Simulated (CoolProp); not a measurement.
C3F8 (R218) at several states: fugacity coefficient from the reference equation and from simpler models built on Tc = 345.0 K, pc = 2640 kPa, ω = 0.317; each cubic takes its own stable root.

Model: reference Helmholtz-energy equation of state, Lemmon 2006, in CoolProp. It is a short technical equation, of lower accuracy than the large ones.

```
T (K)  p (kPa)   phase  reference  van der Waals  Redlich-Kwong  Soave-Redlich-Kwong
-----  -------  ------  ---------  -------------  -------------  -------------------
267.5      201     gas     0.9384         0.9589         0.9473               0.9415
217.8     16.5     gas     0.9888         0.9946         0.9924               0.9912
334.8     5300  liquid     0.3388         0.4074         0.3614               0.3508
339.8      125     gas     0.9838         0.9854         0.9832               0.9830
322.2     4310  liquid     0.3211         0.4156         0.3561               0.3312
213       1170  liquid    0.02748         0.2291        0.06443              0.02751
```
